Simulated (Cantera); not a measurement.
Charge: 1 mol Si, 0.084 mol H2O, 60 mol CO, at 1175 K and 133 Pa.

Method: chemical equilibrium by Gibbs-energy minimisation in Cantera with the NASA 1993 tables (ideal gas, pure condensed phases). Candidate condensed phases: C, C6H6, C7H8, C8H18, H2O, Si, SiC, SiO2; 123 gas species. The tables hold silica as quartz up to 1696 K and as liquid above; real silica turns to tridymite and cristobalite and melts near 1996 K. Equilibrium is a limit: real reactors are often held back by kinetics, nucleation or transport.

Base state: CO 0.999, H2 0.00144, CO2 3.60e-5 (mole fractions); condensed: C(graphite) + SiO2(β-quartz).

Task: What changes in the equilibrium state with this change: temperature from 1175 K to 1523 K?

Result: 
| species | before | after |
|---|---|---|
| CO | 0.999 | 0.990 |
| SiO | 1.57e-7 | 0.00901 |
| H2 | 0.00144 | 0.00138 |
| H | 1.28e-7 | 2.36e-5 |
| CO2 | 3.60e-5 | 1.46e-6 |
| C(graphite), mol | 1.92 | 0 |
| SiO2(β-quartz), mol | 1.000 | 0 |
| SiC(s), mol | 0 | 0.458 |

Task: What changes in the equilibrium state with this change: pressure from 133 Pa to 9100 Pa?

Result: 
```csv
species,before,after
CO,0.999,0.996
CO2,3.60e-5,0.00245
H2,0.00144,0.00144
"C(graphite), mol",1.92,2.06
"SiO2(β-quartz), mol",1.000,1.00
```
